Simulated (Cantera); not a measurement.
Input: 1 mol SiCl4, 64 mol N2, 30 mol NH3, 0.0032 mol H2, at 11.0 Pa.

Cantera equilibrium calculation (NASA polynomials, part measured and part estimated; ideal gas, pure solids and liquids). Candidate condensed phases: NH4Cl, Si, Si3N4; 28 gas species. The tables' values for SiCl, SiN are old estimates; treat these amounts as uncertain. Kinetics and transport are ignored.

log p: log10 of the partial pressure in bar; n: condensed amount in mol.

```
T (°C)  log p N2  log p H2  log p H  log p HCl  log p Cl  n Si3N4(s)  n Si(s)
------  --------  --------  -------  ---------  --------  ----------  -------
500        -4.16     -4.42   -14.25      -5.45    -15.26       0.333        0
700        -4.16     -4.42   -11.18      -5.45    -12.24       0.333        0
900        -4.16     -4.42    -9.14      -5.46    -10.23       0.332        0
1100       -4.16     -4.42        ?      -5.48         ?           ?        0
1300       -4.16     -4.42    -6.60      -5.62     -7.90           0    0.323
1500       -4.17     -4.44        ?      -5.54         ?           0        0
1700       -4.18     -4.49    -5.12      -5.55     -6.30           0        0
1900       -4.22     -4.65    -4.64      -5.75     -5.88           0        0
```

Q: Complete the blanks.

A: 
- 1500, log p H: -5.77
- 1500, log p Cl: -6.98
- 1100, log p H: -7.69
- 1100, log p Cl: -8.83
- 1100, n Si3N4(s): 0.294
